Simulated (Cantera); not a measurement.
Cantera run:

```python
import numpy as np
import cantera as ct

gas_names = """
    C CH CH2 CH3 CH2OH CH3O CH4 CH3OH CN CO CO2 COOH C2 C2H CHCO,ketyl C2H2,acetylene C2H2,vinylidene
    CH2CO,ketene C2H3,vinyl CH3CN CH3CO,acetyl C2H4 C2H4O,ethylen CH3CHO,ethanal CH3COOH (HCOOH)2 C2H5
    C2H6 CH3OCH3 C2H5OH CCN CNC C2N2 C2O C3 C3H3,propargyl C3H4,allene C3H4,propyne C3H4,cyclo-
    C3H5,allyl C3H6,propylene C3H6,cyclo- C3H6O C3H7,n-propyl C3H7,i-propyl C3H8 C3H8O,1propanol
    C3H8O,2propanol C3O2 C4 C4H2 C4H4,1,3-cyclo- C4H6,butadiene C4H6,2-butyne C4H6,cyclo- C4H8,1-butene
    C4H8,cis2-buten C4H8,tr2-butene C4H8,isobutene C4H8,cyclo- (CH3COOH)2 C4H9,n-butyl C4H9,i-butyl
    C4H9,s-butyl C4H9,t-butyl C4H10,isobutane C4H10,n-butane C4N2 C5 C5H6,1,3cyclo- C5H8,cyclo-
    C5H10,1-pentene C5H10,cyclo- C5H11,pentyl C5H11,t-pentyl C5H12,n-pentane C5H12,i-pentane
    CH3C(CH3)2CH3 C6H2 C6H5,phenyl C6H5O,phenoxy C6H6 C6H5OH,phenol C6H10,cyclo- C6H12,1-hexene
    C6H12,cyclo- C6H13,n-hexyl C7H7,benzyl C7H8 C7H8O,cresol C7H14,1-heptene C7H15,n-heptyl
    C7H16,n-heptane C8H8,styrene C8H10,ethylbenz C8H16,1-octene C8H17,n-octyl C8H18,isooctane
    C8H18,n-octane C9H19,n-nonyl C10H8,naphthale C10H21,n-decyl C12H9,o-bipheny C12H10,bipheny H HCN HCO
    HCCN HNC HNCO HNO HNO2 HNO3 HO2 H2 HCHO,formaldehy HCOOH H2O H2O2 N NCO NH NH2 NH3 NH2OH NO NO2 NO3
    N2 N2H2 N2H4 N2O O OH O2 O3 Si SiC SiC2 SiC4H12 SiH SiH2 SiH3 SiH4 SiN SiO SiO2 Si2 Si2C Si2N Si3
""".split()
cond_names = """
    C(gr) C6H6(L) C7H8(L) C8H18(L),n-octa H2O(s) H2O(L) Si(cr) Si(L) SiC(b) SiO2(Lqz) SiO2(hqz) SiO2(L)
    Si2N2O(s) Si3N4(a)
""".split()


def load(file, names, dense=False):
    # The tables refer to 1 bar. Condensed volumes are neglected.
    table = {s.name: s for s in ct.Species.list_from_file(file)}
    out = []
    for n in names:
        d = dict(table[n].input_data)
        d["thermo"] = dict(d["thermo"], **{"reference-pressure": 1e5})
        if dense:
            d["equation-of-state"] = {"model": "constant-volume", "density": "1e6 g/cm^3"}
        out.append(ct.Species.from_dict(d))
    return out


gas = ct.Solution(thermo="ideal-gas", species=load("nasa_gas.yaml", gas_names))
cond = {s.name: ct.Solution(thermo="fixed-stoichiometry", species=[s], name=s.name)
        for s in load("nasa_condensed.yaml", cond_names, dense=True)}
atoms = {
    'SiC': {'Si': 1, 'C': 1},
    'H2O': {'H': 2, 'O': 1},
    'N2': {'N': 2},
}
top_T = {'C(gr)': 4500, 'SiC(b)': 3050, 'Si2N2O(s)': 2100, 'Si3N4(a)': 2400}  # K; cautious upper limits of use, not melting points


def equilibrate(T, P, feed):
    n = {}
    for name, mol in feed.items():
        for a, k in atoms[name].items():
            n[a] = n.get(a, 0.0) + k * mol
    gas.TPX = T, P, n
    mass = sum(n.values()) * gas.mean_molecular_weight
    gas.equilibrate("TP")
    valid = [c for c in cond.values() if c.min_temp <= T <= top_T.get(c.name, c.max_temp)]
    mix = ct.Mixture([(gas, mass / gas.mean_molecular_weight)] + [(c, 0.0) for c in valid])
    mix.T, mix.P = T, P
    mix.equilibrate("TP", solver="vcs", rtol=1e-11, max_steps=5000)
    return mix


results = []
T = 2175  # K
P = 100000  # Pa
for m in [0.56, 0.76, 1, 1.4, 1.9, 2.5, 3.4, 4.6]:
    feed = {'SiC': 1, 'H2O': m, 'N2': 3.5}  # mol
    mix = equilibrate(T, P, feed)
    results.append((T, P, feed, dict(zip(mix.species_names, mix.species_moles))))

top = {s: max(r[3][s] / sum(r[3][g] for g in gas_names) for r in results) for s in gas_names}
cols = sorted((s for s in top if top[s] > 1e-05), key=lambda s: -top[s])[:7]
seen = [c for c in cond_names if any(r[3].get(c, 0) > 1e-12 for r in results)]
print("log10 of partial pressures in bar; condensed amounts in mol")
print(f"{'n(H2O)':>10s}" + "".join(f"{s[:9]:>10s}" for s in cols + seen))
for T, P, feed, n in results:
    ng = sum(n[g] for g in gas_names)
    print(f"{feed['H2O']:10.4g}" + "".join(f"{np.log10(max(n[s] / ng * P / 1e5, 1e-99)):10.3f}" for s in cols)
          + "".join(f"{n.get(c, 0):10.4g}" for c in seen))
```

Result:

```
log10 of partial pressures in bar; condensed amounts in mol
    n(H2O)        N2        H2       H2O        CO       SiO       CO2         H    SiC(b)   SiO2(L)
      0.56    -0.121    -0.922    -5.414    -1.220    -1.216    -6.427    -2.772    0.7165         0
      0.76    -0.158    -0.825    -5.220    -1.123    -1.120    -6.234    -2.724     0.616         0
         1    -0.197    -0.745    -5.060    -1.044    -1.040    -6.075    -2.684    0.4954         0
       1.4    -0.256    -0.657    -4.886    -0.956    -0.953    -5.901    -2.640    0.2946         0
       1.9    -0.321    -0.589    -4.748    -0.888    -0.885    -5.763    -2.606   0.04372         0
       2.5    -0.334    -0.487    -2.393    -0.879    -1.151    -3.500    -2.555         0    0.4671
       3.4    -0.357    -0.429    -1.276    -0.913    -2.210    -2.475    -2.526         0    0.9509
       4.6    -0.416    -0.475    -0.777    -1.000    -2.755    -2.018    -2.549         0    0.9839
```

Method: chemical equilibrium by Gibbs-energy minimisation in Cantera with the NASA 1993 tables (ideal gas, pure condensed phases). The tables' values for SiN are old estimates; treat these amounts as uncertain. The tables hold silica as quartz up to 1696 K and as liquid above; real silica turns to tridymite and cristobalite and melts near 1996 K. Gases not in the tables: Si(OH)4, Si2H6 and higher silanes.
